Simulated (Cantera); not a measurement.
**Catalytic combustion on Pt**

An isothermal plug-flow reactor at 975 K and 1.00 bar (inlet), inlet velocity 1.1 m/s, active area per volume 3900 1/m; feed 0.468 % CH₄, 1.56 % O₂, 94.7 % N₂, 3.24 % H₂O, equivalence ratio 0.60.

Computed with Cantera and Deutschmann's 1995 Pt surface mechanism with GRI-Mech 3.0 gas chemistry. Catalytic surfaces can have several steady states; this one follows from the mechanism file's or the stated starting coverage. Mass transfer to the wall is taken as infinitely fast.

| z (m) | x CH₄ | x O₂ | x H₂O | x CO₂ | x CO | θ free Pt | θ O* | θ OH* |
|---|---|---|---|---|---|---|---|---|
| 5.7e-05 | 0.00454 | 0.0153 | 0.0327 | 0.000134 | 2.62e-6 | 0.275 | 0.721 | 0.00397 |
| 0.00012 | 0.00439 | 0.0150 | 0.0329 | 0.000281 | 2.56e-6 | 0.276 | 0.720 | 0.00399 |
| 0.00027 | 0.00406 | 0.0144 | 0.0336 | 0.000617 | 2.38e-6 | 0.279 | 0.717 | 0.00404 |
| 0.00057 | 0.00344 | 0.0131 | 0.0348 | 0.00123 | 2.04e-6 | 0.283 | 0.712 | 0.00413 |
| 0.0012 | 0.00239 | 0.0110 | 0.0369 | 0.00228 | 1.45e-6 | 0.292 | 0.704 | 0.00429 |
| 0.0027 | 0.000921 | 0.00808 | 0.0399 | 0.00375 | 5.80e-7 | 0.307 | 0.688 | 0.00453 |
| 0.0057 | 0.000111 | 0.00647 | 0.0415 | 0.00456 | 7.17e-8 | 0.318 | 0.677 | 0.00466 |
x: gas mole fraction; θ: surface coverage.
